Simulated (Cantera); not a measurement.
# Si + Br₂ + H₂ (silicon etching in halogen gases)

Input: 1 mol Si, 7.2 mol Br₂, 0.8 mol H₂, at 0.0105 Torr.

Method: chemical equilibrium by Gibbs-energy minimisation in Cantera with the NASA 1993 tables (ideal gas, pure condensed phases). Candidate condensed phases: Br₂, Si; 19 gas species. The tables' values for SiBr₃ are old estimates; treat these amounts as uncertain. The numbers say what is thermodynamically allowed, not how fast it happens.

| T (°C) | x Br | x Br₂ | x HBr | x SiBr₄ | x SiBr₂ | x SiBr₃ | x H₂ | x H |
|---|---|---|---|---|---|---|---|---|
| 327 | 0.000489 | 0.628 | 0.229 | 0.143 | <1e-12 | <1e-12 | 7.06e-12 | <1e-12 |
| 402 | 0.00425 | 0.625 | 0.228 | 0.143 | <1e-12 | 7.05e-12 | 7.53e-11 | <1e-12 |
| 477 | 0.0238 | 0.609 | 0.226 | 0.141 | <1e-12 | 4.04e-10 | 5.07e-10 | <1e-12 |
| 552 | 0.0939 | 0.552 | 0.218 | 0.136 | 1.15e-12 | 1.11e-8 | 2.48e-9 | <1e-12 |
| 627 | 0.266 | 0.412 | 0.198 | 0.124 | 1.57e-10 | 1.83e-7 | 1.02e-8 | 3.15e-12 |
| 702 | 0.517 | 0.208 | 0.170 | 0.106 | 1.43e-8 | 2.25e-6 | 4.46e-8 | 6.46e-11 |
| 777 | 0.691 | 0.0661 | 0.150 | 0.0935 | 1.20e-6 | 2.56e-5 | 2.84e-7 | 1.15e-9 |
| 852 | 0.751 | 0.0174 | 0.143 | 0.0889 | 8.23e-5 | 0.000264 | 2.24e-6 | 1.78e-8 |
| 927 | 0.768 | 0.00489 | 0.140 | 0.0818 | 0.00353 | 0.00206 | 1.58e-5 | 2.10e-7 |
| 1002 | 0.790 | 0.00162 | 0.128 | 0.0331 | 0.0416 | 0.00543 | 7.60e-5 | 1.72e-6 |
| 1077 | 0.804 | 0.000593 | 0.120 | 0.00275 | 0.0701 | 0.00240 | 0.000320 | 1.14e-5 |
x: gas mole fraction; nothing condenses.

From 327 °C to 1077 °C nothing is condensed. The main Si-bearing gas is SiBr₄ at 327 °C and SiBr₂ at 1077 °C.
